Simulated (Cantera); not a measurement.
A perfectly stirred reactor is fed with 17.1 % CO, 2.05 % H₂, 1.06 % CH₄, 16.8 % O₂, 63.0 % N₂, at 630000 Pa; it is adiabatic with a 598 K inlet, and is followed from long to short residence time, starting on the burning branch (τ in s: 0.02, 0.012, 0.0073, 0.0044, 0.0026, 0.0016, 0.00094, 0.00056, 0.00034, 0.0002, 0.00012, 7.2e-05, 4.3e-05).

Computed with Cantera and GRI-Mech 3.0 (53 species, 325 reactions).

**Question.** Predict: blow-out, bracketed by the residence times tried; x(CO) at τ = 20.0 ms; x(H₂) at τ = 20.0 ms; x(CH₄) at τ = 20.0 ms; x(HO₂) at τ = 20.0 ms; x(H₂O₂) at τ = 20.0 ms; x(CO) at τ = 0.940 ms; x(H₂) at τ = 0.940 ms; x(CH₄) at τ = 0.940 ms; x(HO₂) at τ = 0.940 ms; x(H₂O₂) at τ = 0.940 ms.

**Answer.** 
```
Quantity                                                                          Result
------------------------------------------------  --------------------------------------
blow-out, bracketed by the residence times tried  burning at 43.0 µs, the shortest tried
x(CO) at τ = 20.0 ms                                                             0.00452
x(H₂) at τ = 20.0 ms                                                            0.000179
x(CH₄) at τ = 20.0 ms                                                            4.86e-7
x(HO₂) at τ = 20.0 ms                                                            3.26e-6
x(H₂O₂) at τ = 20.0 ms                                                           1.18e-7
x(CO) at τ = 0.940 ms                                                             0.0143
x(H₂) at τ = 0.940 ms                                                           0.000533
x(CH₄) at τ = 0.940 ms                                                           5.26e-6
x(HO₂) at τ = 0.940 ms                                                           6.83e-6
x(H₂O₂) at τ = 0.940 ms                                                          1.97e-7
```
